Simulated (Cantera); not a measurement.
A Cantera script and what it prints.

```python
import numpy as np
import cantera as ct

gas_names = """
    AL ALO ALO2 AL2 AL2O AL2O2 O O2 O3 Ti TiO TiO2
""".split()
cond_names = """
    AL(cr) AL(L) AL2O3(a) AL2O3(L) Ti(a) Ti(b) Ti(L) TiO(a) TiO(b) TiO(L) TiO2(ru) TiO2(L) Ti2O3(a)
    Ti2O3(b) Ti2O3(L) Ti3O5(a) Ti3O5(b) Ti3O5(L) Ti4O7(s) Ti4O7(L)
""".split()


# ... load() reads the species with a 1 bar reference pressure and builds the phases ...
atoms = {
    'TiO2': {'Ti': 1, 'O': 2},
    'Al2O3': {'AL': 2, 'O': 3},
    'O2': {'O': 2},
}
top_T = {}  # K; cautious upper limits of use, not melting points


# ... equilibrate(T, P, feed) seeds the gas with the atoms and calls Mixture.equilibrate('TP', solver="vcs", rtol=1e-11, max_steps=5000) ...
results = []
feed = {'TiO2': 1, 'Al2O3': 0.43, 'O2': 0.53}  # mol
T = 2150  # K
for P in [10, 42, 180, 750, 3200, 13000, 56000, 240000, 1000000]:
    mix = equilibrate(T, P, feed)
    results.append((T, P, feed, dict(zip(mix.species_names, mix.species_moles))))
    x = sorted(zip(gas.X, gas.species_names), reverse=True)
    print(f"T = {T:g} K  P = {P:g} Pa  gas = {mix.phase_moles(0):.4g} mol")
    print("   x: " + "  ".join(f"{s} {v:.3e}" for v, s in x if v > 1e-06))
    print("   condensed (mol): " + ("  ".join(f"{mix.phase(i).name} {mix.phase_moles(i):.4g}"
          for i in range(1, mix.n_phases) if mix.phase_moles(i) > 1e-12) or "none"))
```

Result:

```
T = 2150 K  P = 10 Pa  gas = 0.5981 mol
   x: O2 7.988e-01  O 1.746e-01  TiO2 2.644e-02  TiO 5.214e-05  ALO 1.278e-05
   condensed (mol): AL2O3(a) 0.43  TiO2(L) 0.9842
T = 2150 K  P = 42 Pa  gas = 0.5588 mol
   x: O2 9.031e-01  O 9.061e-02  TiO2 6.296e-03  TiO 5.698e-06  ALO 2.061e-06
   condensed (mol): AL2O3(a) 0.43  TiO2(L) 0.9965
T = 2150 K  P = 180 Pa  gas = 0.543 mol
   x: O2 9.536e-01  O 4.497e-02  TiO2 1.469e-03
   condensed (mol): AL2O3(a) 0.43  TiO2(L) 0.9992
T = 2150 K  P = 750 Pa  gas = 0.5362 mol
   x: O2 9.773e-01  O 2.231e-02  TiO2 3.526e-04
   condensed (mol): AL2O3(a) 0.43  TiO2(L) 0.9998
T = 2150 K  P = 3200 Pa  gas = 0.5329 mol
   x: O2 9.891e-01  O 1.086e-02  TiO2 8.264e-05
   condensed (mol): AL2O3(a) 0.43  TiO2(L) 1
T = 2150 K  P = 13000 Pa  gas = 0.5314 mol
   x: O2 9.946e-01  O 5.405e-03  TiO2 2.034e-05
   condensed (mol): AL2O3(a) 0.43  TiO2(L) 1
T = 2150 K  P = 56000 Pa  gas = 0.5307 mol
   x: O2 9.974e-01  O 2.608e-03  TiO2 4.722e-06
   condensed (mol): AL2O3(a) 0.43  TiO2(L) 1
T = 2150 K  P = 240000 Pa  gas = 0.5303 mol
   x: O2 9.987e-01  O 1.261e-03  TiO2 1.102e-06
   condensed (mol): AL2O3(a) 0.43  TiO2(L) 1
T = 2150 K  P = 1e+06 Pa  gas = 0.5302 mol
   x: O2 9.994e-01  O 6.177e-04
   condensed (mol): AL2O3(a) 0.43  TiO2(L) 1
```

These are equilibrium values from Cantera (NASA tables, ideal gas, pure condensed phases), not measurements of a reactor. Mutual solubility and eutectic melting of coexisting phases are not modelled. Condensed phases not in the tables: mixed aluminates and titanates, alloys, solid solutions and most ternary compounds.
